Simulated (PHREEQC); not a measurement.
## Copper plating or etch bath

Solution (55 °C): 37 mmol/kgw CuSO4, 0.035 mmol/kgw HBF4 and 0.083 mmol/kgw H3BO3. Closed to the air; pH follows from the charge balance.

Model: ion-association model, wateq4f.dat, run in PHREEQC.

This is a speciation only: nothing precipitates in the calculation.

Predict the pH, ionic strength.

pH 4.22; ionic strength 0.0839 mol/kgw.

In which forms is S present?

SO4-2 57 %, CuSO4 43 % of the S.

Species that the database lacks are ignored. Away from 25 °C the constants follow the database's enthalpies or fits; those with neither stay at their 25 °C values. Real BF4- forms and hydrolyses slowly; the run takes it at equilibrium.
